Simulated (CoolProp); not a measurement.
Vapour-liquid equilibrium of propylene (1) + dimethyl ether (2) at 0.0964 MPa; x and y are mole fractions of (1).

Model: multi-fluid Helmholtz-energy mixture model, Lemmon 2013 and Wu 2011; pair parameters Bell 2016, in CoolProp.

```csv
x,bubble temperature (K),y at the bubble point,dew temperature at overall composition x (K),liquid density (mol/L)
0.05,244.8,0.142,246.4,15.94
0.2,239.1,0.438,243.8,15.76
0.35,234.8,0.618,240.9,15.55
0.5,231.6,0.739,237.7,15.32
0.65,229.0,0.830,234.0,15.07
0.8,226.9,0.905,229.9,14.84
0.95,225.0,0.976,225.7,14.60
```

No azeotrope shows between x = 0.05 and 0.95.

Pair parameters are fitted to limited data, so mixtures are less certain than the pure fluids.
